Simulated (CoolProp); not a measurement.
The fluid at 293.15 K and 1.56 MPa (gas) is heated at constant pressure to 375.1 K. The same conditions are run with several fluids, on thermodynamics alone (safety and materials aside).

Values from CoolProp's reference Helmholtz-energy equation of state of each fluid (sulfur hexafluoride: Guder 2009; CF4 (R14): Platzer 1990; nitrous oxide: Lemmon 2006; C2F6 (R116): Lemmon 2006; carbon monoxide: Lemmon 2006). The equations of Platzer and Polt are older, rougher fits.

Problem. Rank sulfur hexafluoride, CF4 (R14), nitrous oxide, C2F6 (R116), carbon monoxide by heat (kJ/kg), highest first.

Solution. carbon monoxide (87.2), nitrous oxide (81.6), C2F6 (R116) (73.5), sulfur hexafluoride (64.9), CF4 (R14) (63.3)

```csv
fluid,final density (kg/m³)
sulfur hexafluoride,79.7
CF4 (R14),44.9
nitrous oxide,22.9
C2F6 (R116),74.3
carbon monoxide,14.0
```
